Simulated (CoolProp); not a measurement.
The fluid at 361.7 K and 3.07 MPa flows at 6.5 m/s in a round tube of 12.7 mm bore and 0.25 µm roughness, fully developed (64/Re and Nu = 3.66 if laminar; Colebrook and Gnielinski if turbulent). The same conditions are run with several fluids, on thermodynamics alone (safety and materials aside).

Model: reference Helmholtz-energy equation of state of each fluid (p-xylene: Zhou 2012; n-hexane: Thol 2019; n-nonane: Lemmon 2006; n-octane: Beckmüller 2019; R245fa: Akasaka 2015), in CoolProp.

```csv
fluid,Reynolds number,Darcy friction factor,pressure drop (Pa/m),heat-transfer coefficient (W/(m² K)),mass flow (kg/h)
p-xylene,201000,___,21100,8860,___
n-hexane,279000,0.0149,14800,___,1770
n-nonane,157000,0.0166,18400,___,___
n-octane,191000,0.0159,___,8650,___
R245fa,474000,0.0136,26100,___,3430
```

Problem. Complete the blanks.

Solution. 
- p-xylene, Darcy friction factor: 0.0158
- p-xylene, mass flow (kg/h): 2380
- n-hexane, heat-transfer coefficient (W/(m² K)): 9650
- n-nonane, heat-transfer coefficient (W/(m² K)): 8180
- n-nonane, mass flow (kg/h): 1980
- n-octane, pressure drop (Pa/m): 17200
- n-octane, mass flow (kg/h): 1920
- R245fa, heat-transfer coefficient (W/(m² K)): 10600

Transport values come from each fluid's own correlations; those of R245fa are estimates that may be off by 10 % or more.
